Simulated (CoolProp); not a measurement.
Vapour-liquid equilibrium of R134a (1) + R236FA (2) at 50.45 °C; x and y are mole fractions of (1).

Computed with CoolProp (multi-fluid Helmholtz-energy mixture model, Tillner-Roth 1994 and Pan 2012; pair parameters Bell 2016).

```csv
x,bubble pressure (kPa),y at the bubble point,dew pressure at overall composition x (kPa),liquid density (mol/L)
0.05,622.9,0.091,607.7,8.433
0.125,672.7,0.212,636.2,8.588
0.2,723.2,0.320,667.2,8.748
0.275,774.7,0.416,701.3,8.913
0.35,827.1,0.501,738.8,9.083
0.425,880.6,0.579,780.2,9.258
0.5,935.2,0.650,826.2,9.438
0.575,991.1,0.715,877.5,9.624
0.65,1048,0.774,935.2,9.815
0.725,1107,0.829,1000,10.01
0.8,1166,0.880,1075,10.21
0.875,1228,0.928,1160,10.42
0.95,1290,0.972,1258,10.64
```

No azeotrope shows between x = 0.05 and 0.95.

The pair parameters rest on a limited set of measurements; away from them the model extrapolates.
